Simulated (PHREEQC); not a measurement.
A solution holds 0.0085 mol/kgw HBr, 0.082 mol/kgw FeCl3 and 0.05 mol/kgw MgCl2, at 25 °C. Closed to the air; pH follows from the charge balance.

Equilibrium calculation in PHREEQC: ion-association model, phreeqc.dat.

Each row changes one thing in this solution. This is a speciation only: nothing precipitates in the calculation.

| case | pH | ionic strength (mol/kgw) | Cl- (mol/kgw) |
|---|---|---|---|
| as made | 1.86 | 0.458 | 0.280 |
| diluted 10-fold with water | 2.37 | 0.0564 | 0.0332 |
| FeCl3 left out | 2.16 | 0.159 | 0.100 |
| 0.097 mol/kgw KOH added | 3.13 | 0.622 | 0.337 |
| MgCl2 replaced by CdCl2 at the same molality | 1.82 | 0.370 | 0.227 |
| temperature from 25 to 70 °C | 1.70 | 0.453 | 0.285 |
| 0.077 mol/kgw Cd(NO3)2 added | 1.83 | 0.562 | 0.206 |
| MgCl2 from 0.05 to 0.1 mol/kgw | 1.93 | 0.585 | 0.371 |

Some of these states are supersaturated (in Hematite (slow to form), Goethite (slow to form), Fe(OH)3(a), for instance). Constants without temperature data keep their 25 °C values here.
